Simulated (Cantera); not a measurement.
Input: 1 mol B₂O₃, 15 mol NH₃, 88 mol H₂, 0.85 mol H₂O, equilibrated at 11.0 Pa.

Equilibrium computed with Cantera from the NASA thermochemical tables; the gas is ideal and each condensed phase is pure. Candidate condensed phases: B, BN, B₂O₃, B₃O₃H₃, H₂O; 39 gas species. Rates play no part.

At 1573 K, list the 5 most abundant gas species with their mole fractions, and the condensed phases.

H₂ 0.916, N₂ 0.0625, HBO₂ 0.0106, H 0.00371, H₂O 0.00321. Condensed: gas only.
